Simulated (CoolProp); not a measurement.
Computed with CoolProp (reference Helmholtz-energy equation of state, Thol 2015).

**Question.** For octamethylcyclotetrasiloxane (D4), give the phase and the Z, cp (kJ/(kg K)), cv (kJ/(kg K)), speed of sound (m/s) at 318.1 K and 6.34 bar; 404.6 K and 6.34 bar.

**Answer.** 
- 318.1 K and 6.34 bar: liquid; Z 0.0765, cp 1.70, cv 1.41, speed of sound 854
- 404.6 K and 6.34 bar: liquid; Z 0.0677, cp 1.89, cv 1.61, speed of sound 593
